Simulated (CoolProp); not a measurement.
Vapour-liquid equilibrium of propane (1) + c-C4F8 (RC318) (2) at 47.35 °C; x and y are mole fractions of (1).

Model: multi-fluid Helmholtz-energy mixture model, Lemmon 2009 and Platzer 1990; pair parameters Bell 2016, in CoolProp. This equation is an older, rougher fit; its heat capacities, sound speeds and derivatives of the liquid may be far off and weren't checked against measurements.

```csv
x,"bubble pressure, mixture model (MPa)","bubble pressure, Raoult's law (MPa)","y, mixture model","y, Raoult's law"
0.05,0.7235,0.6542,?,0.124
0.2,1.034,0.8061,?,0.401
0.35,1.260,0.9581,0.597,0.591
0.5,?,1.110,?,0.728
0.65,1.529,1.262,0.755,0.833
0.8,1.604,1.414,?,0.915
0.95,1.628,1.566,0.948,0.981
```

Task: Some entries are withheld; supply them.

Result: 
- 0.05, y, mixture model: 0.177
- 0.2, y, mixture model: 0.461
- 0.5, bubble pressure, mixture model (MPa): 1.418
- 0.5, y, mixture model: 0.683
- 0.8, y, mixture model: 0.835

The largest gap from Raoult's law is +31.5 % in bubble pressure, at x = 0.35. y crosses x between x = 0.8 and 0.95: the model has an azeotrope there.

Pair parameters are fitted to limited data, so mixtures are less certain than the pure fluids.
